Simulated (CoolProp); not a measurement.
A Linde-Hampson liquefier for methane: isothermal reversible compression at 290 K from 1 atm to 40 MPa, throttling to 1 atm, return gas leaving the recuperator 10 K below the feed. Each further row changes one setting.

Computed with CoolProp (reference Helmholtz-energy equation of state, Setzmann 1991).

```
case                        liquid yield per pass  compression work (kJ/kg of gas)
--------------------------  ---------------------  -------------------------------
as stated                                       ?                              840
high pressure 80 MPa                            ?                                ?
warm-end temperature 320 K                      ?                                ?
warm-end gap 15 K                               ?                              840
```

### Question
Fill in the missing entries.

### Answer

- as stated, liquid yield per pass: 0.249
- high pressure 80 MPa, liquid yield per pass: 0.219
- high pressure 80 MPa, compression work (kJ/kg of gas): 976
- warm-end temperature 320 K, liquid yield per pass: 0.196
- warm-end temperature 320 K, compression work (kJ/kg of gas): 950
- warm-end gap 15 K, liquid yield per pass: 0.239
